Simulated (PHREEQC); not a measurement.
Solution (78 °C): 0.0012 mol/kgw H3PO4, 0.003 mol/kgw H2SO4 and 4e-05 mol/kgw NiSO4. Closed to the air; pH follows from the charge balance.

Model: ion-association model, wateq4f.dat, run in PHREEQC.

No solid was allowed to form.

**Question.** Order these S species by the share of S that they hold, largest first: NiSO4, HSO4-, SO4-2.

**Answer.** HSO4- (56 %), SO4-2 (44 %), NiSO4 (0.20 %)

The pH is 2.35 and the ionic strength 0.00631 mol/kgw. H3PO4, which wateq4f.dat lacks, is added to it with the constant of phreeqc.dat. Constants without temperature data keep their 25 °C values here. The database has no phosphate complexes of Ni.
